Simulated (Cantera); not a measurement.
Input (Python, Cantera) and output of one run.

```python
import numpy as np
import cantera as ct

gas_names = [...]  # 115 gases of nasa_gas.yaml made of C, Ca, H, O
cond_names = """
    C(gr) C6H6(L) C7H8(L) C8H18(L),n-octa Ca(a) Ca(b) Ca(L) CaCO3(caL) CaO(s) CaO(L) CaO2H2(s) H2O(s)
    H2O(L)
""".split()


# ... load() reads the species with a 1 bar reference pressure and builds the phases ...
atoms = {
    'CaCO3': {'Ca': 1, 'C': 1, 'O': 3},
    'H2O': {'H': 2, 'O': 1},
}
top_T = {'C(gr)': 4500}  # K; cautious upper limits of use, not melting points


# ... equilibrate(T, P, feed) seeds the gas with the atoms and calls Mixture.equilibrate('TP', solver="vcs", rtol=1e-11, max_steps=5000) ...
results = []
feed = {'CaCO3': 1, 'H2O': 0.045}  # mol
P = 300000  # Pa
for T in [1325, 1375, 1425, 1475, 1525, 1575, 1625, 1675, 1725, 1775, 1825, 1875, 1925]:
    mix = equilibrate(T, P, feed)
    results.append((T, P, feed, dict(zip(mix.species_names, mix.species_moles))))

top = {s: max(r[3][s] / sum(r[3][g] for g in gas_names) for r in results) for s in gas_names}
cols = sorted((s for s in top if top[s] > 1e-06), key=lambda s: -top[s])[:5]
seen = [c for c in cond_names if any(r[3].get(c, 0) > 1e-12 for r in results)]
print("log10 of partial pressures in bar; condensed amounts in mol")
print(f"{'T/K':>10s}" + "".join(f"{s[:9]:>10s}" for s in cols + seen))
for T, P, feed, n in results:
    ng = sum(n[g] for g in gas_names)
    print(f"{T:10.4g}" + "".join(f"{np.log10(max(n[s] / ng * P / 1e5, 1e-99)):10.3f}" for s in cols)
          + "".join(f"{n.get(c, 0):10.4g}" for c in seen))
```

Result:

```
log10 of partial pressures in bar; condensed amounts in mol
       T/K       CO2       H2O        CO        O2        OH    CaO(s)
      1325     0.458    -0.889    -3.998    -4.293    -5.704         1
      1375     0.458    -0.889    -3.729    -4.025    -5.403         1
      1425     0.458    -0.889    -3.479    -3.776    -5.124         1
      1475     0.458    -0.889    -3.246    -3.544    -4.864         1
      1525     0.458    -0.889    -3.028    -3.328    -4.621         1
      1575     0.458    -0.889    -2.825    -3.125    -4.393         1
      1625     0.457    -0.889    -2.635    -2.936    -4.179         1
      1675     0.457    -0.889    -2.456    -2.757    -3.979         1
      1725     0.457    -0.890    -2.287    -2.590    -3.790         1
      1775     0.456    -0.890    -2.129    -2.432    -3.611         1
      1825     0.456    -0.891    -1.979    -2.283    -3.443         1
      1875     0.455    -0.891    -1.837    -2.142    -3.284         1
      1925     0.454    -0.892    -1.704    -2.009    -3.133         1
```

Method: chemical equilibrium by Gibbs-energy minimisation in Cantera with the NASA 1993 tables (ideal gas, pure condensed phases).
